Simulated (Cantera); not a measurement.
Input: 1 mol MgCl2, 1.6 mol HCl, 2.4 mol N2, 0.011 mol NH3, at 10.0 mbar.

These are equilibrium values from Cantera (NASA tables, ideal gas, pure condensed phases), not measurements of a reactor. Candidate condensed phases: Mg, MgCl2, NH4Cl; 18 gas species. Equilibrium is a limit: real reactors are often held back by kinetics, nucleation or transport.

x: gas mole fraction; n: condensed amount in mol.

```csv
T (K),x N2,x HCl,x MgCl2,x Cl,x H2,n MgCl2(s),n MgCl2(l)
700,0.598,0.398,9.00e-8,1.76e-12,0.00410,1.00,0
800,0.598,0.398,1.59e-5,1.86e-10,0.00410,1.000,0
900,0.598,0.397,0.000862,7.08e-9,0.00410,0.997,0
1000,0.587,0.390,0.0190,1.30e-7,0.00402,0,0.922
1100,0.506,0.337,0.153,1.32e-6,0.00347,0,0.271
1200,0.479,0.319,0.199,9.50e-6,0.00329,0,0
1300,0.479,0.319,0.199,5.17e-5,0.00331,0,0
1400,0.479,0.318,0.199,?,0.00339,0,0
1500,0.479,0.318,0.199,0.000746,0.00365,0,0
1600,0.478,0.316,0.199,0.00207,0.00430,0,0
1700,0.478,0.313,0.199,?,?,0,0
1800,0.477,0.308,0.198,0.00954,0.00781,0,0
1900,0.475,0.299,0.197,0.0170,0.0111,0,0
2000,0.471,0.287,0.195,0.0281,0.0153,0,0
```

Fill in the missing entries.


- 1700, x Cl: 0.00479
- 1700, x H2: 0.00560
- 1400, x Cl: 0.000219
